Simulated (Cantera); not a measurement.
Charge: 1 mol CH₃F, 1.4 mol F₂, 0.077 mol H₂, at 0.00340 bar.

Method: chemical equilibrium by Gibbs-energy minimisation in Cantera with the NASA 1993 tables (ideal gas, pure condensed phases). Candidate condensed phases: C, C₆H₆, C₇H₈, C₈H₁₈; 95 gas species. Gases not in the tables: C₂F₆ and larger saturated fluorocarbons. Equilibrium is a limit: real reactors are often held back by kinetics, nucleation or transport.

### Question
What share of the C ends up in condensed phases as a function of T (°C), at 1277, 1377, 1477, 1577, 1677, 1777, 1877, 1977, 2077, 2177, 2277?

### Answer
```csv
T (°C),C condensed (%),as
1277,83.8,C(graphite)
1377,83.7,C(graphite)
1477,83.4,C(graphite)
1577,82.8,C(graphite)
1677,81.8,C(graphite)
1777,81.3,C(graphite)
1877,83.4,C(graphite)
1977,87.6,C(graphite)
2077,91.5,C(graphite)
2177,94.0,C(graphite)
2277,94.8,C(graphite)
```
